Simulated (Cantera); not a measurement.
**Equilibrium for carbothermic reduction: PbO + CO**

A closed system holds: 1 mol PbO, 0.78 mol CO, equilibrated at 2250 K and 0.133 bar.

Method: chemical equilibrium by Gibbs-energy minimisation in Cantera with the NASA 1993 tables (ideal gas, pure condensed phases). Candidate condensed phases: C, Pb, PbO, PbO2, Pb3O4; 15 gas species. Gases not in the tables: (PbO)n polymers. The numbers say what is thermodynamically allowed, not how fast it happens.

```yaml
x(Pb): 0.410
x(CO2): 0.369
x(PbO): 0.140
x(CO): 0.0603
x(O2): 0.0199
x(O): 0.00143
x(Pb2): 7.01e-5
gas_amount: 1.819 mol
log10 activity of Pb(l) (absent): -1.73
log10 activity of C(graphite) (absent): -7.93
```
